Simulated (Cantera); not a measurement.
An adiabatic, constant-volume homogeneous reactor starts with 2.68 % C₃H₈, 7.24 % O₂, 90.1 % N₂, equivalence ratio 1.9, at 1150 K and 1.10 bar.

Detailed kinetics in Cantera: GRI-Mech 3.0 (53 species, 325 reactions). GRI-Mech 3.0 was tuned for natural gas; its chemistry of propane as a main component is partial and can be far from experiment.

**Question.** Predict: time of steepest temperature rise; temperature at 0.600 s; equilibrium temperature; x(O₂) at 0.600 s; x(CO) at 0.600 s.

**Answer.** 
- time of steepest temperature rise = 36.0 ms
- temperature at 0.600 s = 1919 K
- equilibrium temperature = 1919 K
- x(O₂) at 0.600 s = 9.32e-9 (gas-phase equilibrium 9.34e-9)
- x(CO) at 0.600 s = 0.0612 (gas-phase equilibrium 0.0612)
